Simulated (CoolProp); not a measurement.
Vapour-liquid equilibrium of trans-2-butene (1) + methanol (2) at 362.6 K; x and y are mole fractions of (1).

Values from CoolProp's multi-fluid Helmholtz-energy mixture model, Lemmon 2005 and de Reuck 1993; pair parameters Bell 2016.

| x | bubble pressure, mixture model (kPa) | bubble pressure, Raoult's law (kPa) | y, mixture model | y, Raoult's law |
|---|---|---|---|---|
| 0.05 | 544.9 | 299.3 | 0.537 | 0.203 |
| 0.2 | 1055 | 444.2 | 0.762 | 0.548 |
| 0.35 | 1187 | 589.1 | 0.791 | 0.723 |
| 0.5 | 1199 | 734.0 | 0.794 | 0.829 |
| 0.65 | 1213 | 878.8 | 0.802 | 0.900 |
| 0.8 | 1244 | 1024 | 0.838 | 0.951 |
| 0.95 | 1243 | 1169 | 0.939 | 0.989 |

The largest gap from Raoult's law is +137.5 % in bubble pressure, at x = 0.2. y crosses x between x = 0.8 and 0.95: the model has an azeotrope there.

Pair parameters are fitted to limited data, so mixtures are less certain than the pure fluids. With so large a gap from Raoult's law the liquid may split in two, which this calculation doesn't test in full.
